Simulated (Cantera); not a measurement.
Cantera run, input and output.

```python
import numpy as np
import cantera as ct

gas = ct.Solution("gri30.yaml")
gas.TPX = 975, 560000, {'CH3OH': 1, 'O2': 1.36, 'N2': 5.13, 'H2O': 0.23}
reactor = ct.IdealGasConstPressureReactor(gas, energy="on", clone=False)
net = ct.ReactorNet([reactor])
net.rtol, net.atol = 1e-08, 1e-16
show = ['CH3OH', 'O2', 'H2O', 'HCN', 'C2H6', 'H2O2', 'NO']
times = np.geomspace(5e-06, 1, 12)

steps = ct.SolutionArray(gas, extra=["t"])
rows = []
print(f"{'t/s':>10s}{'T/K':>9s}{'P/Pa':>11s}" + "".join(f"{s:>11s}" for s in show))
for t in times:
    while net.time < t:
        t_next = net.step()
        steps.append(gas.state, t=t_next)
    rows.append([np.interp(t, steps.t, y) for y in (steps.T, steps.P, *steps(*show).X.T)])
    print(f"{t:10.3e}{rows[-1][0]:9.1f}{rows[-1][1]:11.4g}" + "".join(f"{x:11.3e}" for x in rows[-1][2:]))
rate = np.gradient(steps.T, steps.t)
print("integrator steps:", len(steps.t))
if steps.T.max() > steps.T[0] + 200:
    print(f"time of steepest temperature rise: {steps.t[rate.argmax()]:.4e} s")
gas.TPX = 975, 560000, {'CH3OH': 1, 'O2': 1.36, 'N2': 5.13, 'H2O': 0.23}
gas.equilibrate("HP")
print(f"equilibrium (HP): T = {gas.T:.1f} K  " + "  ".join(f"{s} {gas[s].X[0]:.3e}" for s in show))
```

Result:

```
       t/s      T/K       P/Pa      CH3OH         O2        H2O        HCN       C2H6       H2O2         NO
 5.000e-06    975.0    5.6e+05  1.295e-01  1.762e-01  2.979e-02  1.204e-27  1.348e-19  3.006e-17  6.057e-27
 1.517e-05    975.0    5.6e+05  1.295e-01  1.762e-01  2.979e-02  3.715e-27  2.407e-18  3.085e-16  1.975e-26
 4.600e-05    975.0    5.6e+05  1.295e-01  1.762e-01  2.979e-02  1.138e-26  2.322e-17  3.234e-15  6.234e-26
 1.395e-04    975.0    5.6e+05  1.295e-01  1.762e-01  2.979e-02  3.471e-26  1.101e-16  3.493e-14  1.924e-25
 4.233e-04    975.0    5.6e+05  1.295e-01  1.762e-01  2.979e-02  1.055e-25  3.777e-16  4.055e-13  5.874e-25
 1.284e-03    975.0    5.6e+05  1.295e-01  1.762e-01  2.979e-02  3.206e-25  1.189e-15  5.649e-12  1.790e-24
 3.894e-03    975.0    5.6e+05  1.295e-01  1.762e-01  2.979e-02  9.766e-25  3.648e-15  9.316e-11  5.503e-24
 1.181e-02    975.0    5.6e+05  1.295e-01  1.762e-01  2.979e-02  3.007e-24  1.108e-14  1.465e-09  1.843e-23
 3.583e-02    975.0    5.6e+05  1.295e-01  1.762e-01  2.979e-02  9.884e-24  3.341e-14  1.767e-08  1.255e-22
 1.087e-01    975.0    5.6e+05  1.295e-01  1.762e-01  2.980e-02  5.348e-23  9.885e-14  3.204e-07  4.575e-21
 3.297e-01   2571.6    5.6e+05  2.895e-15  3.677e-03  2.455e-01  2.042e-09  2.050e-27  2.884e-07  3.026e-03
 1.000e+00   2571.6    5.6e+05  2.895e-15  3.677e-03  2.455e-01  2.042e-09  2.050e-27  2.884e-07  3.026e-03
integrator steps: 2621
time of steepest temperature rise: 2.2512e-01 s
equilibrium (HP): T = 2571.6 K  CH3OH 3.000e-15  O2 3.677e-03  H2O 2.455e-01  HCN 2.042e-09  C2H6 2.728e-27  H2O2 2.884e-07  NO 3.026e-03
```

Computed with Cantera and GRI-Mech 3.0 (53 species, 325 reactions). GRI-Mech 3.0 was tuned for natural gas; its chemistry of methanol as a main component is partial and can be far from experiment. Below about 1000 K GRI-Mech 3.0 lacks low-temperature oxidation paths.
